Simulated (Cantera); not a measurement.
A freely propagating, adiabatic, planar premixed flame of C3H8 : O2 : N2 = 1 : 4.55 : 17.1 (molar parts), unburnt at 698 K and 1.00 bar; mixture-averaged transport, grid criteria slope 0.08 and curve 0.16, no radiation.

Model: GRI-Mech 3.0 (53 species, 325 reactions), integrated in Cantera. GRI-Mech 3.0 was tuned for natural gas; its chemistry of propane as a main component is partial and can be far from experiment. Burning velocities carry a grid error of a few per cent, more on coarse grids.

What does this change do: inlet temperature 698 to 523 K?


```csv
quantity,before,after
laminar burning velocity,215 cm/s,126 cm/s
thermal thickness,0.245 mm,0.274 mm
peak x(C2H6),0.00199,0.00186
peak x(H),0.0146,0.0126
peak x(H2),0.0318,0.0292
peak x(OH),0.0115,0.00966
```

What does this change do: N2 17.1 to 14 parts?


```csv
quantity,before,after
laminar burning velocity,215 cm/s,263 cm/s
thermal thickness,0.245 mm,0.208 mm
peak x(C2H6),0.00199,0.00225
peak x(H),0.0146,0.0175
peak x(H2),0.0318,0.0372
peak x(OH),0.0115,0.0155
```
